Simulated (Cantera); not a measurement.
Input: 1 mol SiH₄, 4.4 mol N₂, equilibrated at 1898 K and 1.00 bar.

These are equilibrium values from Cantera (NASA tables, ideal gas, pure condensed phases), not measurements of a reactor. Candidate condensed phases: Si, Si₃N₄; 18 gas species. The numbers say what is thermodynamically allowed, not how fast it happens.

Base state: N₂ 0.651, H₂ 0.349, H 0.000461 (mole fractions); condensed: Si₃N₄(s).

### Question
What changes in the equilibrium state with this change: pressure from 1.00 bar to 0.120 bar?

### Answer
```csv
species,before,after
N₂,0.651,0.651
H₂,0.349,0.348
H,0.000461,0.00133
Si,1.91e-6,6.56e-5
SiH,9.85e-7,1.17e-5
SiH₂,3.13e-6,1.28e-5
"Si₃N₄(s), mol",0.333,0.333
```
Gases not in the tables: Si₂H₆ and higher silanes.
